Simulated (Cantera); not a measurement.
An isothermal, constant-pressure homogeneous reactor starts with 63.3 % CH4, 29.1 % CO2, 7.59 % H2, at 2150 K and 0.360 bar.

Detailed kinetics in Cantera: GRI-Mech 3.0 (53 species, 325 reactions). GRI-Mech 3.0 stops at C3 and has no aromatics, soot or wall deposition, so with more carbon than oxygen in the feed, carbon stays in small species such as C2H2 where larger ones or solid carbon would form.

One state of this run: x CH4 = 0.00385; x CO2 = 0.00172; x H2 = 0.585; x H = 0.00522; x CH3 = 0.000660; x CH2O = 3.27e-7. x: mole fraction; the columns are a selection and need not sum to one.

**Question.** Which value of t (s) does it belong to?
(A) 0.0134
(B) 0.00330
(C) 0.221
(D) 14.8

**Answer.** A, 0.0134
